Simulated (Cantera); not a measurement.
A freely propagating, adiabatic, planar premixed flame of H2 : O2 : N2 : H2O = 1 : 0.294 : 1.06 : 0.16 (molar parts), equivalence ratio 1.7, unburnt at 500 K and 500000 Pa; mixture-averaged transport, grid criteria slope 0.08 and curve 0.16, no radiation.

Detailed kinetics in Cantera: the H2/O2 subset of GRI-Mech 3.0, which has no nitrogen chemistry. The hydrogen kinetics of GRI-Mech 3.0 are dated; newer H2 mechanisms differ, most at raised pressure. Burning velocities carry a grid error of a few per cent, more on coarse grids.

Question: Predict: laminar burning velocity; thermal thickness; peak x(H); peak x(H2O2); peak x(HO2).

Answer: 
| Item | Value |
|---|---|
| laminar burning velocity | 575 cm/s |
| thermal thickness | 0.0487 mm |
| peak x(H) | 0.0406 |
| peak x(H2O2) | 0.000100 |
| peak x(HO2) | 0.00122 |
